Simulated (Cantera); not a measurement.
## Aluminium nitride and oxide growth: Al + O2 + H2

Feed: 1 mol Al, 7.1 mol O2, 43 mol H2, at 2048 K.

These are equilibrium values from Cantera (NASA tables, ideal gas, pure condensed phases), not measurements of a reactor. Candidate condensed phases: Al, Al2O3, H2O; 19 gas species. The tables' values for AlOH are old estimates; treat these amounts as uncertain. Gases not in the tables: Al(OH)3. Rates play no part.

```tsv
P (Pa)	log p H2	log p H2O	log p H	log p OH	log p O	log p O2	log p AlO2H	log p AlOH	n Al2O3(s)
10	-4.25	-4.59	-4.77	-6.08	-6.74	-7.45	-8.55	-8.88	0.499
63	-3.39	-3.75	-4.35	-5.67	-6.77	-7.49	-8.13	-8.44	0.500
400	-2.57	-2.94	-3.93	-5.27	-6.78	-7.51	-7.72	-8.02	0.500
2500	-1.76	-2.14	-3.53	-4.87	-6.78	-7.52	-7.32	-7.62	0.500
16000	-0.95	-1.33	-3.13	-4.46	-6.78	-7.53	-6.91	-7.21	0.500
100000	-0.15	-0.53	-2.73	-4.07	-6.78	-7.53	-6.52	-6.81	0.500
```
log p: log10 of the partial pressure in bar; n: condensed amount in mol.

From 10.0 Pa to 1.00 bar the condensed part is Al2O3(s).
